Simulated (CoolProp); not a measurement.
Vapour-liquid equilibrium of methanol (1) + toluene (2) at 7.2 bar; x and y are mole fractions of (1).

The numbers come from the multi-fluid Helmholtz-energy mixture model, de Reuck 1993 and Lemmon 2006; pair parameters Bell 2016 in CoolProp.

**Question.** Give the bubble temperature and the first vapour's composition at x = 0.35, 0.65, 0.725. Is there an azeotrope?

**Answer.** x = 0.35: 135.1 °C, y = 0.745; x = 0.65: 129.1 °C, y = 0.819; x = 0.725: 127.9 °C, y = 0.844. No azeotrope shows between x = 0.05 and 0.95.

Pair parameters are fitted to limited data, so mixtures are less certain than the pure fluids. With so large a gap from Raoult's law the liquid may split in two, which this calculation doesn't test in full.
